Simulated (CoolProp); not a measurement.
Computed with CoolProp (reference Helmholtz-energy equation of state, Lemmon 2016).

### Question
For R227EA, give the phase and the cv (kJ/(kg K)), isothermal compressibility (1/MPa), conductivity (mW/(m K)), Prandtl number at 394.9 K and 15800 kPa.

### Answer
- 394.9 K and 15800 kPa: supercritical; cv 0.954, isothermal compressibility 0.0112, conductivity 51.2, Prandtl number 3.09

Viscosity comes from a separate model (Huber 2003), an estimate that may be off by 10 % or more. Thermal conductivity comes from a separate model (Huber 2003), an estimate that may be off by 10 % or more.
